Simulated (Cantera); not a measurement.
## Equilibrium for fluorocarbon and chlorocarbon gases: CF4 + Si

Feed: 1 mol CF4, 0.069 mol Si, at 1748 K and 75.0 Torr.

These are equilibrium values from Cantera (NASA tables, ideal gas, pure condensed phases), not measurements of a reactor. Candidate condensed phases: C, Si, SiC; 23 gas species. Gases not in the tables: C2F6 and larger saturated fluorocarbons. Rates play no part.

The x(CF4) comes out as 0.927 and the x(SiF4) is 0.0689. The x(CF2) is 0.00309. The x(CF3) comes out as 0.000692, the x(F) is 0.000399 and the n(C(graphite)) is 0.0674 mol. The gas amount is 1.002 mol and the log10 activity of Si(l) (absent) comes out as -21.87.
